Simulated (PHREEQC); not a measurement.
Make-up at 66 °C: 0.0031 mol/kgw HCl, 0.12 mol/kgw NaCl and 0.025 mol/kgw MnSO4. Closed to the air; pH follows from the charge balance.

Computed with PHREEQC (ion-association model, phreeqc.dat).

Problem. The ionic strength comes out as 0.183 mol/kgw. What activity coefficients do Na+, MnCl+, Mn+2, H+, NaSO4- get?

Solution. Na+ 0.73, MnCl+ 0.73, Mn+2 0.31, H+ 0.79, NaSO4- 0.74.

No solid was allowed to form. At this temperature some constants are extrapolated from 25 °C, and those without enthalpy data are left unchanged.
